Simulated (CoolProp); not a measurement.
Values from CoolProp's reference Helmholtz-energy equation of state, Wagner 2002.

For water, give the phase and the speed of sound (m/s), Joule-Thomson coefficient (K/MPa), Prandtl number at 513.2 K and 0.775 MPa; 611.6 K and 0.775 MPa; 644.4 K and 0.775 MPa.


- 513.2 K and 0.775 MPa: gas; speed of sound 547, Joule-Thomson coefficient 17.9, Prandtl number 0.981
- 611.6 K and 0.775 MPa: gas; speed of sound 600, Joule-Thomson coefficient 9.99, Prandtl number 0.944
- 644.4 K and 0.775 MPa: gas; speed of sound 616, Joule-Thomson coefficient 8.50, Prandtl number 0.938

Viscosity comes from a separate model (Huber 2009). Thermal conductivity comes from a separate model (Huber 2012).
